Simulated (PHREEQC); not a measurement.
PHREEQC input (ion-association model, wateq4f.dat):

```
SOLUTION_MASTER_SPECIES
  An  An-  0  An  62.0  # stands for a non-complexing anion
SOLUTION_SPECIES
  An- = An-
    -log_k 0
    -gamma 3.0 0
  PO4-3 + 3H+ = H3PO4  # constants of phreeqc.dat
    -log_k 21.721
    -delta_h -10.1 kJ
PHASES
  Fix_H+
    H+ = H+
    -log_k 0
SOLUTION 1
  temp 25
  units mmol/kgw
  pH 7 charge
  P 2.8
  Na 4.14
  As(5) 0.17
  Cl 0.012
  Ni 0.006
  An 1
END
SELECTED_OUTPUT 1
  -reset false
  -pH true
  -pe true
  -ionic_strength true
  -water true
  -totals As Cl Na Ni P As(3) As(5)
  -molalities Hfo_wOH Hfo_wOH2+ Hfo_wO- Hfo_sOH Hfo_sOH2+ Hfo_sO- Hfo_sONi+ Hfo_wONi+ Hfo_wH2AsO4 Hfo_wHAsO4-
    Hfo_wOHAsO4-3 Hfo_wH2PO4 Hfo_wHPO4- Hfo_wPO4-2
  -saturation_indices Ni(OH)2 Ni3(PO4)2 Ni3(AsO4)2:8H2O Halite
USER_PUNCH 1
  -headings sigma psi
  10 PUNCH EDL("sigma", "Hfo"), EDL("psi", "Hfo")
PRINT
  -reset false
USE solution 1
SURFACE 1
  Hfo_wOH 0.00404494 600 1.8
  Hfo_sOH 0.000101124
EQUILIBRIUM_PHASES 1
  Fix_H+ -4 HAn 10
    -force_equality true
  O2(g) -0.68 10
END
# ... the last block is repeated for the other 12 points of pH, with NaOH or the acid as the point needs
```

Selected output (columns that matter, 13 of 13 rows; pH added in front):

```
pH	mu	As	Cl	Na	Ni	P	m_Hfo_wOH	m_Hfo_wOH2+	si_Ni(OH)2	si_Ni3(PO4)2	si_Ni3(AsO4)2:8H2O	si_Halite	sigma	psi
4	0.0043885	2.293e-08	1.1999e-05	0.0041398	5.9942e-06	2.0702e-06	1.8731e-05	0.0010582	-8.1465	-19.286	-27.506	-8.948	0.022167	0.09098
4.67	0.0042374	8.0781e-08	1.1999e-05	0.0041398	5.8825e-06	7.3012e-06	2.2981e-05	0.0010593	-6.8127	-15.522	-23.741	-8.947	0.010214	0.056574
5.33	0.004176	3.0186e-07	1.1999e-05	0.0041398	4.2579e-06	2.7088e-05	2.6926e-05	0.0010753	-5.6322	-12.171	-20.383	-8.9466	0.0032201	0.021216
6	0.0041383	1.0723e-06	1.1999e-05	0.0041398	6.2473e-07	9.3664e-05	3.467e-05	0.0011348	-5.1253	-10.961	-19.156	-8.9463	-0.0019768	-0.013309
6.67	0.0041689	3.2026e-06	1.1999e-05	0.0041398	3.2303e-08	0.0002594	5.7496e-05	0.0012798	-5.0723	-11.46	-19.607	-8.9465	-0.007113	-0.043037
7.33	0.0044173	7.9477e-06	1.1999e-05	0.0041398	1.6306e-09	0.00055595	0.00013595	0.0015024	-5.0533	-12.643	-20.695	-8.9483	-0.012452	-0.064091
8	0.0048982	1.6816e-05	1.2e-05	0.0041399	8.7434e-11	0.00096018	0.00041767	0.0016316	-4.994	-14.375	-22.276	-8.9517	-0.017459	-0.077008
8.67	0.0056671	3.1615e-05	1.2e-05	0.0043182	6.1006e-12	0.0015067	0.0011395	0.0014531	-4.8421	-16.144	-23.897	-8.9382	-0.023625	-0.087881
9.33	0.0077334	4.1547e-05	1.1999e-05	0.0057872	8.2055e-13	0.0021408	0.0021742	0.00097135	-4.5756	-17.704	-25.53	-8.8218	-0.035368	-0.099978
10	0.0093431	5.0046e-05	1.1999e-05	0.0070074	5.3198e-13	0.002589	0.0028454	0.00048904	-4.2234	-19.191	-27.041	-8.746	-0.05263	-0.11507
10.67	0.010809	8.7463e-05	1.1999e-05	0.00827	1.3403e-12	0.0027606	0.0028643	0.00022576	-3.8653	-20.787	-28.295	-8.6799	-0.083414	-0.13468
11.33	0.014366	0.00013825	1.1999e-05	0.011335	7.7726e-12	0.002794	0.0024019	8.7079e-05	-3.4429	-22.305	-29.722	-8.5549	-0.13983	-0.15377
12	0.027445	0.00016263	1.1998e-05	0.022909	1.5184e-10	0.002799	0.0013844	1.6663e-05	-2.7221	-23.393	-31.224	-8.2814	-0.24105	-0.16507
```

H3PO4, which wateq4f.dat lacks, is added to it with the constant of phreeqc.dat. The database has no phosphate complexes of Ni. The database has no arsenate complexes of Ni.
